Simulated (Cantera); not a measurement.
Gas mixture: O2 : CO2 = 0.06 : 0.68 (molar parts), at 140 Pa, frozen composition.

Cantera's kinetic-theory transport with the Lennard-Jones parameters of GRI-Mech 3.0, ideal gas; thermal conductivity in the multicomponent form.

One state of this run: ρ (kg/m³) = 0.000906; cp (J/kg/K) = 1162; μ (µPa s) = 35.2; λ (mW/m/K) = 56.0; Pr = 0.731; D (cm²/s) H2O = 802; D (cm²/s) CH3 = 741; D (cm²/s) H2 = 2600. D: mixture-averaged diffusion coefficient of that species in the mixture.

Problem. Which value of T (K) does it belong to?
(A) 400
(B) 1100
(C) 800
(D) 700

Solution. C, 800
